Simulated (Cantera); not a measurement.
Input (Python, Cantera):

```python
import numpy as np
import cantera as ct

gas = ct.Solution("gri30.yaml")
gas.TPX = 625, 67000, {'CH4': 1, 'O2': 1.33, 'N2': 5.01}
inlet = ct.Reservoir(gas, clone=True)
gas.equilibrate("HP")  # start burning
reactor = ct.IdealGasConstPressureReactor(gas, energy="on", clone=False)
exhaust = ct.Reservoir(gas, clone=True)
tau = [0.027, 0.01, 0.0037, 0.0013, 0.00049, 0.00018, 6.7e-05, 2.5e-05, 9e-06, 3.3e-06][0]
for a, b in ((inlet, reactor), (reactor, exhaust)):
    ct.MassFlowController(a, b, mdot=lambda t: reactor.mass / tau)
net = ct.ReactorNet([reactor])
show = ['CH4', 'O2', 'NO', 'CH3', 'C2H4', 'H2O2']

rows = []
print(f"{'tau/s':>10s}{'T/K':>9s}" + "".join(f"{s:>11s}" for s in show))
for tau in [0.027, 0.01, 0.0037, 0.0013, 0.00049, 0.00018, 6.7e-05, 2.5e-05, 9e-06, 3.3e-06]:
    net.initial_time = 0.0
    net.advance(30 * tau)
    before = gas.X
    net.advance(40 * tau)
    drift = np.max(np.abs(gas.X - before) / (gas.X + 1e-9))
    rows.append([gas.T, *gas[show].X, drift])
    print(f"{tau:10.3e}{gas.T:9.1f}" + "".join(f"{x:11.3e}" for x in gas[show].X))
```

Result:

```
     tau/s      T/K        CH4         O2         NO        CH3       C2H4       H2O2
 2.700e-02   2110.8  1.425e-04  2.057e-04  2.542e-04  8.816e-05  3.436e-07  5.953e-09
 1.000e-02   2103.5  2.560e-04  4.459e-04  2.569e-04  1.761e-04  1.254e-06  1.006e-08
 3.700e-03   2093.7  5.056e-04  1.019e-03  2.348e-04  3.666e-04  5.079e-06  1.861e-08
 1.300e-03   2074.5  1.100e-03  2.558e-03  1.714e-04  7.938e-04  2.271e-05  4.336e-08
 4.900e-04   2030.7  2.472e-03  6.538e-03  8.711e-05  1.613e-03  9.372e-05  1.250e-07
 1.800e-04    625.0  1.362e-01  1.812e-01  9.668e-19  8.813e-17  7.305e-17  1.647e-19
 6.700e-05    625.0  1.362e-01  1.812e-01 -8.317e-23  3.231e-17 -6.284e-21  4.247e-23
 2.500e-05    625.0  1.362e-01  1.812e-01 -3.447e-25  1.214e-17 -2.605e-23  8.126e-24
 9.000e-06    625.0  1.362e-01  1.812e-01 -1.332e-26  4.642e-18 -1.006e-24  1.364e-24
 3.300e-06    625.0  1.362e-01  1.812e-01 -7.602e-28  1.766e-18 -5.744e-26  2.214e-25
```

Cantera simulation using GRI-Mech 3.0 (53 species, 325 reactions); the numbers are that mechanism's predictions, not measurements.
